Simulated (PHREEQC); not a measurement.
Synthetic water in mmol/kgw, 25 °C, pH 3.46, pe 8.5:

```csv
constituent,mmol/kgw
Na,106
K,3.28
Ca,0.693
Mg,16.4
Cl,56.2
S(6),42.7
B,0.201
Br,4.57
```

Cl is adjusted to close the charge balance.
Valence states are taken as typed.

Equilibrium calculation in PHREEQC: ion-association model, wateq4f.dat.

No solid was allowed to form.

Problem. What ionic strength does the model give?

Solution. ionic strength 0.164 mol/kgw.

Problem. In which forms is Na present?

Solution. Na+ 96 %, NaSO4- 4.5 % of the Na.
